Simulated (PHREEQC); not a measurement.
Consider water at 25 °C with 0.0066 mol/kgw CuSO4. Closed to the air; pH follows from the charge balance.

All values are PHREEQC results (ion-association model, wateq4f.dat), not measurements.

* **pH**: 4.97
* **ionic strength**: 0.0196 mol/kgw

```tsv
species	molality	activity	log γ
SO4-2	0.00490	0.00286	-0.233
Cu+2	0.00489	0.00292	-0.224
CuSO4	0.00170	0.00171	0.002
H+	1.20e-5	1.07e-5	-0.050
Cu2(OH)2+2	5.63e-6	3.25e-6	-0.238
HSO4-	3.42e-6	2.98e-6	-0.059
CuOH+	3.13e-6	2.73e-6	-0.060
Cu(OH)2	5.29e-7	5.32e-7	0.002
OH-	1.08e-9	9.35e-10	-0.061
```

This is a speciation only: nothing precipitates in the calculation. Saturation is exceeded, for instance for Antlerite, Brochantite; the values hold only as long as no solid forms. Species that the database lacks are ignored.
